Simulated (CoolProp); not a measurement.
Vapour-liquid equilibrium of carbon dioxide (1) + carbonyl sulfide (2) at -27.35 °C; x and y are mole fractions of (1).

Computed with CoolProp (multi-fluid Helmholtz-energy mixture model, Span 1996 and Lemmon 2006; pair parameters Bell 2016).

Question: Give the bubble pressure and the first vapour's composition at x = 0.35, 0.425, 0.5. Is there an azeotrope?

Answer: x = 0.35: 8.899 bar, y = 0.765; x = 0.425: 9.787 bar, y = 0.800; x = 0.5: 10.59 bar, y = 0.828. No azeotrope shows between x = 0.05 and 0.95.

The pair parameters rest on a limited set of measurements; away from them the model extrapolates.
